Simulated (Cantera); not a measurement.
## Reactions in the system C-N-O-Ta

Cantera with NASA thermochemical tables; ideal gases at 1 bar, condensed phases pure. Values are per mole of reaction as written; species without (g) are pure solids or liquids, kept so even where they would boil at 1 bar. TaC: taken at fixed stoichiometry.

TaO2(g) + C ⇌ O2(g) + TaC

| T (K) | ΔH° (kJ) | ΔS° (J/K) | ΔG° (kJ) | log10 K |
|---|---|---|---|---|
| 300 | 56.8 | -38.4 | 68.3 | -11.89 |
| 823 | 62.1 | -27.5 | 84.8 | -5.38 |
| 973 | 63.4 | -26.1 | 88.8 | -4.77 |
| 1123 | 64.7 | -24.9 | 92.6 | -4.31 |
| 1273 | 66.1 | -23.7 | 96.3 | -3.95 |
| 1423 | 67.6 | -22.6 | 99.7 | -3.66 |
| 1573 | 69.3 | -21.5 | 103.0 | -3.42 |
| 1723 | 71.0 | -20.4 | 106.2 | -3.22 |
| 1873 | 72.9 | -19.3 | 109.2 | -3.04 |

9 NO2(g) + 4 TaC ⇌ 9 N(g) + 4 CO2(g) + 2 Ta2O5

| T (K) | ΔH° (kJ) | ΔS° (J/K) | ΔG° (kJ) | log10 K |
|---|---|---|---|---|
| 300 | -1143.0 | 190.9 | -1200.3 | 208.99 |
| 823 | -1087.7 | 300.6 | -1335.1 | 84.73 |
| 973 | -1074.0 | 315.8 | -1381.3 | 74.16 |
| 1123 | -1060.9 | 328.4 | -1429.7 | 66.50 |
| 1273 | -1048.2 | 339.0 | -1479.8 | 60.72 |
| 1423 | -1036.0 | 348.1 | -1531.3 | 56.21 |
| 1573 | -1024.3 | 355.9 | -1584.1 | 52.60 |
| 1723 | -1013.1 | 362.7 | -1638.0 | 49.66 |
| 1873 | -1002.6 | 368.5 | -1692.9 | 47.21 |
